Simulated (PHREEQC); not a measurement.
Make-up at 20 °C: 1.1 mol/kgw KOH and 1.4 mol/kgw KBr. It is in equilibrium with CO2 at log p = -3.5 (atm). Otherwise closed; pH follows from the charge balance.

Equilibrium calculation in PHREEQC: Pitzer model, pitzer.dat.

Problem. The ionic strength comes out as 2.97 mol/kgw. What activity coefficients do CO3-2, K+, Br-, HCO3-, OH- get?

Solution. CO3-2 0.097, K+ 0.53, Br- 0.59, HCO3- 0.49, OH- 0.83. Single-ion values are on the MacInnes scale.

Precipitation was switched off in this run. In brines, pH and single-ion activities rest on the MacInnes convention.
